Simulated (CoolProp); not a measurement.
Vapour-liquid equilibrium of CH2F2 (R32) (1) + R1234ze(E) (2) at 199.5 K; x and y are mole fractions of (1).

Computed with CoolProp (multi-fluid Helmholtz-energy mixture model, Tillner-Roth 1997 and Thol 2016; pair parameters Bell 2023).

```json
[
 {"x": "0.05", "bubble pressure, mixture model (MPa)": "0.006250", "bubble pressure, Raoult's law (MPa)": "0.005406", "y, mixture model": "0.362", "y, Raoult's law": "0.265"},
 {"x": "0.2", "bubble pressure, mixture model (MPa)": "0.01141", "bubble pressure, Raoult's law (MPa)": "0.009069", "y, mixture model": "0.699", "y, Raoult's law": "0.631"},
 {"x": "0.35", "bubble pressure, mixture model (MPa)": "0.01542", "bubble pressure, Raoult's law (MPa)": "0.01273", "y, mixture model": "0.810", "y, Raoult's law": "0.786"},
 {"x": "0.5", "bubble pressure, mixture model (MPa)": "0.01870", "bubble pressure, Raoult's law (MPa)": "0.01640", "y, mixture model": "0.870", "y, Raoult's law": "0.872"},
 {"x": "0.65", "bubble pressure, mixture model (MPa)": "0.02161", "bubble pressure, Raoult's law (MPa)": "0.02006", "y, mixture model": "…", "y, Raoult's law": "0.927"},
 {"x": "0.8", "bubble pressure, mixture model (MPa)": "0.02447", "bubble pressure, Raoult's law (MPa)": "0.02372", "y, mixture model": "0.951", "y, Raoult's law": "0.965"},
 {"x": "0.95", "bubble pressure, mixture model (MPa)": "…", "bubble pressure, Raoult's law (MPa)": "0.02738", "y, mixture model": "…", "y, Raoult's law": "0.992"}
]
```

**Question.** Some entries are withheld; supply them.

**Answer.** 
- 0.65, y, mixture model: 0.913
- 0.95, bubble pressure, mixture model (MPa): 0.02753
- 0.95, y, mixture model: 0.988

The largest gap from Raoult's law is +25.8 % in bubble pressure, at x = 0.2. No azeotrope shows between x = 0.05 and 0.95.

Pair parameters are fitted to limited data, so mixtures are less certain than the pure fluids.
